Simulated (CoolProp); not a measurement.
Properties of n-pentane along the isotherm 423.1 K.

The numbers come from the reference Helmholtz-energy equation of state, Thol 2019 in CoolProp.

```tsv
p (MPa)	phase	Z	isothermal compressibility (1/MPa)	conductivity (mW/(m K))	Prandtl number
0.112	gas	0.9836	9.079	29.0	0.734
0.225	gas	0.9666	4.602	29.1	0.730
0.337	gas	0.9493	3.133	29.3	0.727
0.449	gas	0.9313	2.402	29.4	0.723
0.561	gas	0.9128	1.967	29.6	0.720
0.674	gas	0.8935	1.679	29.8	0.717
0.786	gas	0.8735	1.481	30.0	0.714
0.898	gas	0.8526	1.337	30.3	0.712
1.01	gas	0.8308	1.231	30.6	0.710
1.12	gas	0.8082	1.154	31.0	0.710
1.23	gas	0.7842	1.100	31.5	0.710
1.35	gas	0.7562	1.062	32.1	0.713
1.46	gas	0.7283	1.049	32.8	0.718
1.68	liquid	0.07475	0.01968	76.6	2.01
```

Viscosity comes from a separate model (Quiñones-Cisneros 2006), older than the equation that it now runs on, and unchecked against measurements. Thermal conductivity comes from a separate model (Vassiliou 2015).
